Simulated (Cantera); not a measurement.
Charge: 1 mol borazine, 27 mol N2, 2.2 mol H2, held at 1123.15 K and 0.383 Torr.

Cantera equilibrium calculation (NASA polynomials, part measured and part estimated; ideal gas, pure solids and liquids). Candidate condensed phases: B, BN; 15 gas species. The feed counts by its element totals alone. The numbers say what is thermodynamically allowed, not how fast it happens.

Problem. What is the equilibrium state?

Solution. 
* **x(N2)**: 0.839
* **x(H2)**: 0.161
* **n(BN(s))**: 3.00 mol
* **gas amount**: 32.20 mol
* **log10 activity of B(s) (absent)**: -5.37
